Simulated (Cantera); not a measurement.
A closed system holds: 1 mol TiO2, 0.44 mol Cl2, 0.38 mol H2, held at 848 K and 4.80 bar.

These are equilibrium values from Cantera (NASA tables, ideal gas, pure condensed phases), not measurements of a reactor. Candidate condensed phases: H2O, Ti, TiCl2, TiCl3, TiCl4, TiO, TiO2, Ti2O3, Ti3O5, Ti4O7; 23 gas species. Condensed phases not in the tables: TiOCl. Gases not in the tables: TiO(OH)2. The numbers say what is thermodynamically allowed, not how fast it happens.

Base state: HCl 0.919, Cl2 0.0733, H2O 0.00489, TiCl4 0.00245 (mole fractions); condensed: TiO2(rutile).

Question: What changes in the equilibrium state with this change: temperature from 848 K to 1300 K?

Answer: 
| species | before | after |
|---|---|---|
| HCl | 0.919 | 0.907 |
| Cl2 | 0.0733 | 0.0727 |
| H2O | 0.00489 | 0.0126 |
| TiCl4 | 0.00245 | 0.00636 |
| O2 | 2.58e-8 | 6.07e-5 |
| Cl | 3.31e-6 | 0.00153 |
| TiO2(rutile), mol | 0.998 | 0.995 |
